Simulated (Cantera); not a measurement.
What does this Cantera script print?

```python
import numpy as np
import cantera as ct

gas_names = [...]  # 76 gases of nasa_gas.yaml made of C, H
cond_names = """
    C(gr) C6H6(L) C7H8(L) C8H18(L),n-octa
""".split()


# ... load() reads the species with a 1 bar reference pressure and builds the phases ...
atoms = {
    'toluene': {'C': 7, 'H': 8},
    'H2': {'H': 2},
}
top_T = {'C(gr)': 4500}  # K; cautious upper limits of use, not melting points


# ... equilibrate(T, P, feed) seeds the gas with the atoms and calls Mixture.equilibrate('TP', solver="vcs", rtol=1e-11, max_steps=5000) ...
results = []
feed = {'toluene': 1, 'H2': 11}  # mol
for P in [10, 100, 1000, 10000, 100000, 1000000, 10000000]:
    for T in [1123, 1273, 1423, 1573, 1723, 1873, 2023, 2173, 2323, 2473, 2623, 2773, 2923]:
        mix = equilibrate(T, P, feed)
        results.append((T, P, feed, dict(zip(mix.species_names, mix.species_moles))))

for T, P, feed, n in results:
    print(f"{T:7g} {P:10.4g}  " + (" + ".join(c for c in cond_names if n.get(c, 0) > 1e-12) or "gas only"))
```

Result:

```
   1123         10  C(gr)
   1273         10  C(gr)
   1423         10  C(gr)
   1573         10  C(gr)
   1723         10  C(gr)
   1873         10  C(gr)
   2023         10  C(gr)
   2173         10  C(gr)
   2323         10  C(gr)
   2473         10  C(gr)
   2623         10  C(gr)
   2773         10  gas only
   2923         10  gas only
   1123        100  C(gr)
   1273        100  C(gr)
   1423        100  C(gr)
   1573        100  C(gr)
   1723        100  C(gr)
   1873        100  C(gr)
   2023        100  C(gr)
   2173        100  C(gr)
   2323        100  C(gr)
   2473        100  C(gr)
   2623        100  C(gr)
   2773        100  C(gr)
   2923        100  gas only
   1123       1000  C(gr)
   1273       1000  C(gr)
   1423       1000  C(gr)
   1573       1000  C(gr)
   1723       1000  C(gr)
   1873       1000  C(gr)
   2023       1000  C(gr)
   2173       1000  C(gr)
   2323       1000  C(gr)
   2473       1000  C(gr)
   2623       1000  C(gr)
   2773       1000  C(gr)
   2923       1000  C(gr)
   1123      1e+04  C(gr)
   1273      1e+04  C(gr)
   1423      1e+04  C(gr)
   1573      1e+04  C(gr)
   1723      1e+04  C(gr)
   1873      1e+04  C(gr)
   2023      1e+04  C(gr)
   2173      1e+04  C(gr)
   2323      1e+04  C(gr)
   2473      1e+04  C(gr)
   2623      1e+04  C(gr)
   2773      1e+04  C(gr)
   2923      1e+04  C(gr)
   1123      1e+05  C(gr)
   1273      1e+05  C(gr)
   1423      1e+05  C(gr)
   1573      1e+05  C(gr)
   1723      1e+05  C(gr)
   1873      1e+05  C(gr)
   2023      1e+05  C(gr)
   2173      1e+05  C(gr)
   2323      1e+05  C(gr)
   2473      1e+05  C(gr)
   2623      1e+05  C(gr)
   2773      1e+05  C(gr)
   2923      1e+05  C(gr)
   1123      1e+06  C(gr)
   1273      1e+06  C(gr)
   1423      1e+06  C(gr)
   1573      1e+06  C(gr)
   1723      1e+06  C(gr)
   1873      1e+06  C(gr)
   2023      1e+06  C(gr)
   2173      1e+06  C(gr)
   2323      1e+06  C(gr)
   2473      1e+06  C(gr)
   2623      1e+06  C(gr)
   2773      1e+06  C(gr)
   2923      1e+06  C(gr)
   1123      1e+07  C(gr)
   1273      1e+07  C(gr)
   1423      1e+07  C(gr)
   1573      1e+07  C(gr)
   1723      1e+07  C(gr)
   1873      1e+07  C(gr)
   2023      1e+07  C(gr)
   2173      1e+07  C(gr)
   2323      1e+07  C(gr)
   2473      1e+07  C(gr)
   2623      1e+07  C(gr)
   2773      1e+07  C(gr)
   2923      1e+07  C(gr)
```

Cantera equilibrium calculation (NASA polynomials, part measured and part estimated; ideal gas, pure solids and liquids). The ideal-gas law is rough above about 30 bar.
